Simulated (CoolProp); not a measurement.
Vapour-liquid equilibrium of R114 (1) + R113 (2) at 0.494 MPa; x and y are mole fractions of (1).

The numbers come from the multi-fluid Helmholtz-energy mixture model, Platzer 1990 and Marx 1992; pair parameters Bell 2016 in CoolProp. This equation is an older, rougher fit; its heat capacities, sound speeds and derivatives of the liquid may be far off and weren't checked against measurements.

```tsv
x	bubble temperature (K)	y at the bubble point	dew temperature at overall composition x (K)	liquid density (mol/L)
0.05	374.4	0.123	376.9	7.279
0.15	366.8	0.330	373.5	7.388
0.25	360.0	0.490	369.9	7.487
0.35	353.9	0.616	366.0	7.576
0.45	348.5	0.714	361.8	7.655
0.55	343.6	0.791	357.2	7.726
0.65	339.3	0.854	352.1	7.789
0.75	335.4	0.905	346.3	7.845
0.85	331.8	0.947	339.5	7.896
0.95	328.5	0.984	331.5	7.941
```

No azeotrope shows between x = 0.05 and 0.95.

Pair parameters are fitted to limited data, so mixtures are less certain than the pure fluids.
